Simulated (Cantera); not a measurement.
What does this Cantera script print?

```python
import numpy as np
import cantera as ct

gas_names = """
    C CO COS CO2 CS CS2 C2 C2O C3 C3O2 C4 C5 Na NaO Na2 Na2O Na2SO4 O O2 O3 S SO SO2 SO3 S2 S2O S8
""".split()
cond_names = """
    C(gr) Na(cr) Na(L) NaO2(s) Na2CO3(I) Na2CO3(II) Na2CO3(L) Na2O(c) Na2O(a) Na2O(L) Na2O2(a) Na2O2(b)
    Na2S(1) Na2S(2) Na2S(L) Na2SO4(V) Na2SO4(IV) Na2SO4(I) Na2SO4(L) S(cr1) S(cr2) S(L)
""".split()


# ... load() reads the species with a 1 bar reference pressure and builds the phases ...
atoms = {
    'Na2SO4': {'Na': 2, 'S': 1, 'O': 4},
    'CO2': {'C': 1, 'O': 2},
}
top_T = {'C(gr)': 4500, 'NaO2(s)': 800, 'Na2O2(b)': 940}  # K; cautious upper limits of use, not melting points


# ... equilibrate(T, P, feed) seeds the gas with the atoms and calls Mixture.equilibrate('TP', solver="vcs", rtol=1e-11, max_steps=5000) ...
results = []
T = 1725  # K
P = 920  # Pa
for m in [0.45, 1.1, 1.7, 2.4, 3, 3.7, 4.3]:
    feed = {'Na2SO4': 1, 'CO2': m}  # mol
    mix = equilibrate(T, P, feed)
    results.append((T, P, feed, dict(zip(mix.species_names, mix.species_moles))))

top = {s: max(r[3][s] / sum(r[3][g] for g in gas_names) for r in results) for s in gas_names}
cols = sorted((s for s in top if top[s] > 0.001), key=lambda s: -top[s])[:9]
seen = [c for c in cond_names if any(r[3].get(c, 0) > 1e-12 for r in results)]
print("log10 of partial pressures in bar; condensed amounts in mol")
print(f"{'n(CO2)':>10s}" + "".join(f"{s[:9]:>10s}" for s in cols + seen))
for T, P, feed, n in results:
    ng = sum(n[g] for g in gas_names)
    print(f"{feed['CO2']:10.4g}" + "".join(f"{np.log10(max(n[s] / ng * P / 1e5, 1e-99)):10.3f}" for s in cols)
          + "".join(f"{n.get(c, 0):10.4g}" for c in seen))
```

It prints:

```
log10 of partial pressures in bar; condensed amounts in mol
    n(CO2)       CO2        Na       SO2        O2    Na2SO4       NaO        CO Na2SO4(L)
      0.45    -2.454    -2.594    -2.892    -2.893    -3.267    -4.738    -5.046    0.7672
       1.1    -2.454    -2.594    -2.892    -2.893    -3.267    -4.738    -5.046    0.4308
       1.7    -2.454    -2.594    -2.892    -2.893    -3.267    -4.738    -5.046    0.1204
       2.4    -2.406    -2.619    -2.917    -2.919    -3.369    -4.776    -4.986         0
         3    -2.362    -2.649    -2.948    -2.948    -3.489    -4.821    -4.926         0
       3.7    -2.323    -2.682    -2.980    -2.980    -3.618    -4.869    -4.872         0
       4.3    -2.297    -2.708    -3.006    -3.006    -3.721    -4.908    -4.833         0
```

Cantera equilibrium calculation (NASA polynomials, part measured and part estimated; ideal gas, pure solids and liquids).
